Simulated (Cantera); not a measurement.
**Hydrogen reduction and annealing atmospheres: V2O3 + H2 + H2O**

Input: 1 mol V2O3, 0.42 mol H2, 0.05 mol H2O, at 1000 Pa.

Method: chemical equilibrium by Gibbs-energy minimisation in Cantera with the NASA 1993 tables (ideal gas, pure condensed phases). Candidate condensed phases: H2O, V, VO, V2O3, V2O4, V2O5; 12 gas species. Condensed phases not in the tables: the oxides between V2O3 and V2O5 other than VO2. Rates play no part.

```csv
T (K),x H2,x H2O,x H,x VO2,x OH,x VO,x O,n V2O3(s)
1350,0.894,0.106,2.25e-5,3.13e-9,4.36e-8,5.03e-12,1.03e-12,1.00
1400,0.894,0.106,4.60e-5,1.44e-8,1.09e-7,3.26e-11,5.09e-12,1.00
1450,0.894,0.106,8.94e-5,5.92e-8,2.55e-7,1.85e-10,2.27e-11,1.00
1500,0.893,0.106,0.000166,2.21e-7,5.66e-7,9.31e-10,9.13e-11,1.00
1550,0.893,0.106,0.000298,7.54e-7,1.19e-6,4.20e-9,3.37e-10,1.00
1600,0.893,0.106,0.000514,2.38e-6,2.40e-6,1.72e-8,1.15e-9,1.000
1650,0.893,0.106,0.000858,6.96e-6,4.62e-6,6.44e-8,3.62e-9,1.000
1700,0.892,0.106,0.00139,1.91e-5,8.57e-6,2.22e-7,1.07e-8,1.000
1750,0.892,0.106,0.00220,4.93e-5,1.53e-5,7.13e-7,2.97e-8,1.000
1800,0.890,0.106,0.00338,0.000120,2.66e-5,2.13e-6,7.81e-8,1.000
1850,0.889,0.106,0.00508,0.000279,4.47e-5,6.00e-6,1.95e-7,1.000
1900,0.886,0.106,0.00747,0.000617,7.31e-5,1.59e-5,4.63e-7,1.000
1950,0.883,0.105,0.0108,0.00130,0.000116,4.02e-5,1.05e-6,1.000
```
x: gas mole fraction; n: condensed amount in mol.

From 1350 K to 1950 K the condensed part is V2O3(s).
